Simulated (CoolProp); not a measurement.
Vapour-liquid equilibrium of o-xylene (1) + n-nonane (2) at 305 kPa; x and y are mole fractions of (1).

The numbers come from the multi-fluid Helmholtz-energy mixture model, Zhou 2012 and Lemmon 2006; pair parameters Bell 2016 in CoolProp.

```tsv
x	bubble temperature, mixture model (°C)	bubble temperature, Raoult's law (°C)	y, mixture model	y, Raoult's law
0.05	197.2	197.6	0.061	0.057
0.15	196.0	196.9	0.178	0.168
0.25	194.8	196.3	0.287	0.276
0.35	193.8	195.6	0.389	0.381
0.45	193.0	194.9	0.486	0.483
0.55	192.3	194.3	0.579	0.583
0.65	191.8	193.7	0.669	0.680
0.75	191.5	193.0	0.759	0.774
0.85	191.3	192.4	0.852	0.866
0.95	191.4	191.8	0.949	0.956
```

The largest gap from Raoult's law is -2.0 K in bubble temperature, at x = 0.55. y crosses x between x = 0.85 and 0.95: the model has an azeotrope there.

Pair parameters are fitted to limited data, so mixtures are less certain than the pure fluids.
